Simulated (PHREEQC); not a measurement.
1.7 g of hydrous ferric oxide (600 m²/g; 0.2 weak and 0.005 strong sites per Fe, Dzombak-Morel constants, diffuse double layer) in 1 kg of water with 0.005 mol/kgw of an inert sodium salt and 2.1e-05 mol MgCl2 and 0.00042 mol CaCl2, at 25 °C; the pH is set by adding NaOH or the inert anion's acid. O2 is buffered at 0.21 atm. No CO2 enters from the air. Nothing may precipitate in this run.

The series has 13 steps of pH, from 3 to 9.

The numbers come from PHREEQC with the ion-association model, wateq4f.dat.

Near which pH is half of the Mg sorbed, and on which side is more sorbed?

Near pH 7.7, with more sorbed at higher pH.

Near which pH is half of the Ca sorbed, and on which side is more sorbed?

Near pH 8.3, with more sorbed at higher pH.

The oxide is taken as insoluble; below pH 4 it would dissolve.
